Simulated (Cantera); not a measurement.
Premixed flame

A freely propagating, adiabatic, planar premixed flame of H₂ : O₂ : N₂ = 1 : 0.167 : 0.817 (molar parts), unburnt at 425 K and 113 Torr; mixture-averaged transport, grid criteria slope 0.08 and curve 0.16, no radiation.

Cantera simulation using the H2/O2 subset of GRI-Mech 3.0, which has no nitrogen chemistry; the numbers are that mechanism's predictions, not measurements. Burning velocities carry a grid error of a few per cent, more on coarse grids.

| z (mm) | T (K) | u (m/s) | x H₂ | x O₂ | x OH | x H₂O | x HO₂ | x H₂O₂ |
|---|---|---|---|---|---|---|---|---|
| -16.1 | 425 | 2.87 | 0.504 | 0.0842 | <1e-8 | <1e-8 | <1e-8 | <1e-8 |
| -10.8 | 425 | 2.87 | 0.504 | 0.0842 | <1e-8 | <1e-8 | <1e-8 | <1e-8 |
| -8.07 | 425 | 2.87 | 0.504 | 0.0842 | <1e-8 | <1e-8 | <1e-8 | <1e-8 |
| -5.38 | 425 | 2.87 | 0.504 | 0.0842 | <1e-8 | 9.50e-8 | 2.51e-7 | <1e-8 |
| -2.69 | 454 | 3.04 | 0.500 | 0.0839 | 5.74e-5 | 0.00142 | 7.19e-5 | 4.92e-6 |
| -1.35 | 660 | 4.34 | 0.473 | 0.0775 | 0.000187 | 0.0192 | 3.03e-5 | 2.40e-6 |
| 0 | 977 | 6.29 | 0.394 | 0.0490 | 0.000447 | 0.0819 | 1.07e-5 | 6.07e-8 |
| 1.35 | 1175 | 7.54 | 0.327 | 0.00935 | 0.000557 | 0.158 | 1.90e-6 | 2.32e-8 |
| 2.69 | 1251 | 8.01 | 0.318 | 0.000946 | 0.000450 | 0.175 | 1.79e-7 | 1.04e-8 |
| 5.38 | 1327 | 8.46 | 0.323 | 4.48e-5 | 0.000510 | 0.178 | <1e-8 | 1.06e-8 |
| 10.8 | 1411 | 8.94 | 0.331 | 2.05e-5 | 0.000573 | 0.179 | <1e-8 | 1.10e-8 |
| 21.5 | 1495 | 9.41 | 0.339 | 1.44e-5 | 0.000581 | 0.180 | <1e-8 | <1e-8 |
| 43.0 | 1570 | 9.83 | 0.347 | 8.45e-6 | 0.000520 | 0.181 | <1e-8 | <1e-8 |
x: mole fraction of selected species; z is measured from the peak of heat release.

```
Property                    Result
------------------------  --------
laminar burning velocity  287 cm/s
thermal thickness          5.38 mm
peak x(OH)                0.000626
peak x(HO₂)                7.24e-5
peak x(H₂O₂)               6.26e-6
grid points                    142
```
